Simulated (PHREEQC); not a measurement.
0.1 mol of Fluorite (CaF2) is brought to equilibrium with 1 kg of water holding 100 mmol/kgw NaCl, at 16 °C, the pH being set by adding NaOH or HCl. O2 is buffered at 0.21 atm. The system is closed to CO2. Solids allowed: Fluorite. Others were left out.

Model: ion-association model, phreeqc.dat, run in PHREEQC.

| pH | dissolved Ca (mol/kgw) | dissolved F (mol/kgw) | CaOH+ (mol/kgw) |
|---|---|---|---|
| 5 | 0.000284 | 0.000568 | 2.37e-12 |
| 5.58 | 0.000283 | 0.000566 | 8.96e-12 |
| 6.17 | 0.000282 | 0.000565 | 3.48e-11 |
| 6.75 | 0.000282 | 0.000565 | 1.32e-10 |
| 7.33 | 0.000282 | 0.000565 | 5.03e-10 |
| 7.92 | 0.000282 | 0.000565 | 1.96e-9 |
| 8.5 | 0.000282 | 0.000565 | 7.44e-9 |
| 9.08 | 0.000282 | 0.000565 | 2.83e-8 |
| 9.67 | 0.000282 | 0.000565 | 1.10e-7 |
| 10.25 | 0.000283 | 0.000565 | 4.18e-7 |
| 10.83 | 0.000283 | 0.000566 | 1.59e-6 |
| 11.42 | 0.000285 | 0.000570 | 6.10e-6 |
| 12 | 0.000293 | 0.000586 | 2.23e-5 |
